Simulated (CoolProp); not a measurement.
A Linde-Hampson liquefier for methane: isothermal reversible compression at 280 K from 1 atm to 5 MPa, throttling to 1 atm, return gas leaving the recuperator 5 K below the feed. Each further row changes one setting.

Computed with CoolProp (reference Helmholtz-energy equation of state, Setzmann 1991).

| case | liquid yield per pass | compression work (kJ/kg of gas) |
|---|---|---|
| as stated | … | 551 |
| high pressure 10 MPa | … | … |
| warm-end temperature 310 K | … | … |
| warm-end gap 10 K | … | 551 |

Question: Fill in the missing entries.

Answer: 
- as stated, liquid yield per pass: 0.053
- high pressure 10 MPa, liquid yield per pass: 0.123
- high pressure 10 MPa, compression work (kJ/kg of gas): 636
- warm-end temperature 310 K, liquid yield per pass: 0.037
- warm-end temperature 310 K, compression work (kJ/kg of gas): 615
- warm-end gap 10 K, liquid yield per pass: 0.041
